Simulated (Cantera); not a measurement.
Charge: 1 mol SiHCl3, 0.075 mol HCl, 8.8 mol H2, equilibrated at 1473 K and 0.100 bar.

Method: chemical equilibrium by Gibbs-energy minimisation in Cantera with the NASA 1993 tables (ideal gas, pure condensed phases). Candidate condensed phases: Si; 19 gas species. The tables' values for SiCl3 are old estimates; treat these amounts as uncertain. Equilibrium is a limit: real reactors are often held back by kinetics, nucleation or transport.

Base state: H2 0.804, HCl 0.123, SiCl2 0.0594, SiCl3 0.00768, SiCl4 0.00340, SiHCl3 0.00208, SiH2Cl2 0.000200, H 3.59e-5 (mole fractions); condensed: Si(s).

**Question.** What changes in the equilibrium state with this change: H2 from 8.8 to 6.8 mol?

**Answer.** 
| species | before | after |
|---|---|---|
| H2 | 0.804 | 0.769 |
| HCl | 0.123 | 0.136 |
| SiCl2 | 0.0594 | 0.0756 |
| SiCl3 | 0.00768 | 0.0110 |
| SiCl4 | 0.00340 | 0.00550 |
| SiHCl3 | 0.00208 | 0.00292 |
| SiH2Cl2 | 0.000200 | 0.000243 |
| H | 3.59e-5 | 3.51e-5 |
| Si(s), mol | 0.216 | 0.166 |

**Question.** What changes in the equilibrium state with this change: temperature from 1473 K to 948 K?

**Answer.** 
| species | before | after |
|---|---|---|
| H2 | 0.804 | 0.909 |
| SiCl4 | 0.00340 | 0.0569 |
| SiHCl3 | 0.00208 | 0.0208 |
| HCl | 0.123 | 0.0112 |
| SiCl2 | 0.0594 | 0.000209 |
| H | 3.59e-5 | 1.58e-9 |
| SiCl3 | 0.00768 | 0.000593 |
| SiH2Cl2 | 0.000200 | 0.000772 |
| Si(s), mol | 0.216 | 0.200 |
